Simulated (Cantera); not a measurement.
Mixture: CH4 : CO : O2 : N2 = 1 : 0.097 : 4.27 : 16 (molar parts), at 9.87 atm, adiabatic and at constant volume. Ignition delay is the time to a rise of 400 K.

Detailed kinetics in Cantera: GRI-Mech 3.0 (53 species, 325 reactions).

### Question
What does this change do: 0.13 parts C2H6 added?

### Answer
```
quantity                                                before       after
--------------------------------------------------  ----------  ----------
delay at 1073 K                                        22.4 ms     6.59 ms
delay at 1173 K                                        5.11 ms     1.31 ms
delay at 1273 K                                        1.45 ms    0.354 ms
delay at 1373 K                                       0.475 ms    0.122 ms
apparent activation energy between 1323 and 1423 K  160 kJ/mol  150 kJ/mol
```

### Question
What does this change do: pressure from 9.87 atm to 1.48 atm?

### Answer
```csv
quantity,before,after
delay at 1073 K,22.4 ms,0.152 s
delay at 1173 K,5.11 ms,32.1 ms
delay at 1273 K,1.45 ms,8.02 ms
delay at 1373 K,0.475 ms,2.36 ms
apparent activation energy between 1323 and 1423 K,160 kJ/mol,180 kJ/mol
```
